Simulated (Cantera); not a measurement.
Feed: 1 mol Si2Cl6, 2.8 mol NH3, equilibrated at 0.465 Torr.

Cantera equilibrium calculation (NASA polynomials, part measured and part estimated; ideal gas, pure solids and liquids). Candidate condensed phases: NH4Cl, Si, Si3N4; 28 gas species. The feed counts by its element totals alone. Equilibrium is a limit: real reactors are often held back by kinetics, nucleation or transport.

Question: Which condensed phases are stable at each of these points (T (K)): 1425, 1475, 1525, 1575, 1625, 1675, 1725, 1775, 1825, 1875?

Answer: 
```csv
T (K),condensed phases,Si condensed (%)
1425,Si3N4(s),16.6
1475,Si3N4(s),3.4
1525,gas only,0.0
1575,gas only,0.0
1625,gas only,0.0
1675,gas only,0.0
1725,gas only,0.0
1775,gas only,0.0
1825,gas only,0.0
1875,gas only,0.0
```

From 1425 K to 1475 K the condensed part is Si3N4(s). From 1525 K to 1875 K nothing is condensed.
